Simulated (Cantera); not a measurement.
A perfectly stirred reactor is fed with CH4 : O2 : N2 = 1 : 3.64 : 26.2 (molar parts), equivalence ratio 0.55, at 1.30 bar; it is adiabatic with a 600 K inlet, and is followed from long to short residence time, starting on the burning branch (τ in s: 0.036, 0.013, 0.005, 0.0018, 0.00069, 0.00026, 9.6e-05, 3.6e-05, 1.3e-05, 5e-06).

Detailed kinetics in Cantera: GRI-Mech 3.0 (53 species, 325 reactions).

Q: What does this change do: pressure from 1.30 bar to 12.0 bar?

A: 
```json
[
 {"quantity": "blow-out, bracketed by the residence times tried", "before": "burning at 13.0 ms, out at 5.00 ms", "after": "burning at 36.0 ms, out at 13.0 ms"},
 {"quantity": "x(CH4) at τ = 36.0 ms", "before": "9.76e-5", "after": "0.000384"},
 {"quantity": "x(O2) at τ = 36.0 ms", "before": "0.0538", "after": "0.0554"},
 {"quantity": "x(NO) at τ = 36.0 ms", "before": "4.30e-7", "after": "5.18e-8"},
 {"quantity": "x(C2H6) at τ = 36.0 ms", "before": "7.10e-8", "after": "3.34e-6"},
 {"quantity": "x(H) at τ = 36.0 ms", "before": "1.23e-5", "after": "2.96e-7"},
 {"quantity": "x(CH4) at τ = 0.260 ms", "before": "0.0324", "after": "0.0324"},
 {"quantity": "x(O2) at τ = 0.260 ms", "before": "0.118", "after": "0.118"},
 {"quantity": "x(NO) at τ = 0.260 ms", "before": "<1e-12", "after": "<1e-12"},
 {"quantity": "x(C2H6) at τ = 0.260 ms", "before": "<1e-12", "after": "<1e-12"},
 {"quantity": "x(H) at τ = 0.260 ms", "before": "<1e-12", "after": "<1e-12"}
]
```
The pressure lies above the range GRI-Mech 3.0 was tuned for (to about 10 atm).
